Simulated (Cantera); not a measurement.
Input (Python, Cantera):

```python
import numpy as np
import cantera as ct

gas = ct.Solution("gri30.yaml")
gas.TPX = 2550, 2000, {'CH4': 0.017, 'H2': 1, 'O2': 0.0096}
reactor = ct.IdealGasConstPressureReactor(gas, energy="off", clone=False)
net = ct.ReactorNet([reactor])
net.rtol, net.atol = 1e-08, 1e-18
show = ['CH4', 'H2', 'O2', 'H', 'HO2', 'CO2', 'H2O']
times = np.geomspace(2e-05, 2, 14)

steps = ct.SolutionArray(gas, extra=["t"])
rows = []
print(f"{'t/s':>10s}{'T/K':>9s}{'P/Pa':>11s}" + "".join(f"{s:>11s}" for s in show))
for t in times:
    while net.time < t:
        t_next = net.step()
        steps.append(gas.state, t=t_next)
    rows.append([np.interp(t, steps.t, y) for y in (steps.T, steps.P, *steps(*show).X.T)])
    print(f"{t:10.3e}{rows[-1][0]:9.1f}{rows[-1][1]:11.4g}" + "".join(f"{x:11.3e}" for x in rows[-1][2:]))
rate = np.gradient(steps.T, steps.t)
print("integrator steps:", len(steps.t))
if steps.T.max() > steps.T[0] + 200:
    print(f"time of steepest temperature rise: {steps.t[rate.argmax()]:.4e} s")
gas.TPX = 2550, 2000, {'CH4': 0.017, 'H2': 1, 'O2': 0.0096}
gas.equilibrate("TP")
print(f"equilibrium (TP): T = {gas.T:.1f} K  " + "  ".join(f"{s} {gas[s].X[0]:.3e}" for s in show))
```

Result:

```
       t/s      T/K       P/Pa        CH4         H2         O2          H        HO2        CO2        H2O
 2.000e-05   2550.0       2000  1.627e-02  9.733e-01  9.288e-03  7.171e-04  1.928e-05  6.746e-09  7.132e-05
 4.849e-05   2550.0       2000  1.589e-02  9.719e-01  9.085e-03  2.037e-03  2.049e-05  9.633e-08  4.475e-04
 1.176e-04   2550.0       2000  1.476e-02  9.666e-01  7.926e-03  6.194e-03  1.162e-05  1.568e-06  2.699e-03
 2.850e-04   2550.0       2000  1.154e-02  9.494e-01  2.922e-03  1.895e-02  1.982e-06  1.609e-05  1.240e-02
 6.910e-04   2550.0       2000  7.219e-03  9.381e-01  2.008e-05  2.984e-02  9.554e-09  1.307e-05  1.771e-02
 1.675e-03   2550.0       2000  2.992e-03  9.350e-01  2.561e-08  3.658e-02  3.312e-11  3.272e-06  1.699e-02
 4.062e-03   2550.0       2000  8.904e-04  9.305e-01  3.192e-08  4.371e-02  3.542e-11  5.980e-06  1.558e-02
 9.848e-03   2550.0       2000  3.924e-04  9.240e-01  3.192e-08  5.211e-02  3.037e-11  1.075e-05  1.285e-02
 2.388e-02   2550.0       2000  1.876e-04  9.143e-01  2.094e-08  6.456e-02  1.638e-11  1.335e-05  8.209e-03
 5.789e-02   2550.0       2000  4.854e-05  8.964e-01  8.463e-09  8.505e-02  5.055e-12  9.157e-06  3.816e-03
 1.403e-01   2550.0       2000  2.548e-06  8.622e-01  5.212e-09  1.206e-01  2.162e-12  5.493e-06  1.984e-03
 3.403e-01   2550.0       2000  9.830e-12  8.148e-01  1.012e-08  1.685e-01  2.897e-12  5.220e-06  1.818e-03
 8.249e-01   2550.0       2000  4.819e-12  7.888e-01  1.417e-08  1.947e-01  3.423e-12  5.183e-06  1.773e-03
 2.000e+00   2550.0       2000  4.548e-12  7.865e-01  1.457e-08  1.971e-01  3.470e-12  5.179e-06  1.769e-03
integrator steps: 1921
equilibrium (TP): T = 2550.0 K  CH4 4.715e-12  H2 7.865e-01  O2 1.457e-08  H 1.971e-01  HO2 3.471e-12  CO2 5.179e-06  H2O 1.769e-03
```

Model: GRI-Mech 3.0 (53 species, 325 reactions), integrated in Cantera. Radical loss at walls, strong at low pressure, is not modelled.
